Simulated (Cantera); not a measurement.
**Thermodynamics of aluminium nitride and oxide growth, feed Al + O2 + H2 + N2O**

Charge: 1 mol Al, 20 mol O2, 45 mol H2, 6.5 mol N2O, held at 0.00133 bar.

Cantera equilibrium calculation (NASA polynomials, part measured and part estimated; ideal gas, pure solids and liquids). Candidate condensed phases: Al, AlN, Al2O3, H2O; 35 gas species. Kinetics and transport are ignored.

```csv
T (°C),log p H2O,log p N2,log p H2,log p O2,n Al2O3(s)
902,-2.93,-3.77,-7.27,-7.59,0.500
1002,-2.93,-3.77,-6.68,-7.02,0.500
1102,-2.93,-3.77,-6.19,-6.52,0.500
1202,-2.93,-3.77,-5.75,-6.10,0.500
1302,-2.94,-3.77,-5.38,-5.73,0.500
1402,-2.94,-3.78,-5.05,-5.41,0.500
1502,-2.95,-3.78,-4.76,-5.12,0.500
```
log p: log10 of the partial pressure in bar; n: condensed amount in mol.

From 902 °C to 1502 °C the condensed part is Al2O3(s).
